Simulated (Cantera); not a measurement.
A jet of 4.02 % H2, 10.1 % O2, 85.9 % N2, equivalence ratio 0.20 at 300 K and 37.5 Torr hits a platinum plate 2.3 cm away at a mass flux of 0.043 kg/m²/s; the plate temperature is set and raised in steps from an oxygen-covered start.

Cantera simulation using Deutschmann's 1995 Pt surface mechanism with GRI-Mech 3.0 gas chemistry; the numbers are that mechanism's predictions, not measurements. Catalytic surfaces can have several steady states; this one follows from the mechanism file's or the stated starting coverage.

x: mole fraction at the wall; θ: surface coverage.

```
plate T (K)  wall x H2  wall x O2  wall x H2O  wall x OH  θ free Pt   θ O*    θ OH*
-----------  ---------  ---------  ----------  ---------  ---------  -----  -------
700            0.00430     0.0630      0.0685      <1e-8      0.126  0.870  0.00383
750            0.00409     0.0629      0.0685      <1e-8        ___  0.858      ___
800            0.00357     0.0625      0.0690      <1e-8      0.168  0.830  0.00237
850            0.00293     0.0620      0.0699    1.91e-8      0.215  0.783  0.00204
900            0.00240     0.0615      0.0705    6.13e-8      0.276  0.723  0.00177
950            0.00202     0.0612      0.0709    1.72e-7      0.343  0.656  0.00154
1000           0.00175     0.0611      0.0711    4.32e-7      0.411  0.587  0.00133
1050               ___     0.0609      0.0712        ___        ___    ___      ___
```

Complete the blanks.


- 750, θ free Pt: 0.139
- 750, θ OH*: 0.00290
- 1050, wall x H2: 0.00155
- 1050, wall x OH: 9.85e-7
- 1050, θ free Pt: 0.481
- 1050, θ O*: 0.518
- 1050, θ OH*: 0.00114
